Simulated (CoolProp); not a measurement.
Properties of trans-2-butene along the isobar 10.7 bar (Tc = 428.6 K, pc = 40.19 bar, ω = 0.210).

Computed with CoolProp (reference Helmholtz-energy equation of state, Lemmon 2005). It is a short technical equation, of lower accuracy than the large ones.

```tsv
T (K)	phase	density (kg/m³)	cp (kJ/(kg K))	cv (kJ/(kg K))	isothermal compressibility (1/MPa)	expansivity (1/kK)
286.9	liquid	613.1	2.271	1.580	0.002386	1.878
320.9	liquid	571.5	2.447	1.682	0.003884	2.299
354.9	liquid	521.8	2.711	1.798	0.007558	3.185
388.9	gas	21.68	2.120	1.826	1.115	4.277
423	gas	19.06	2.161	1.919	1.053	3.384
457	gas	17.15	2.237	2.023	1.019	2.863
491	gas	15.66	2.326	2.128	0.9970	2.511
525	gas	14.44	2.420	2.232	0.9821	2.253
```
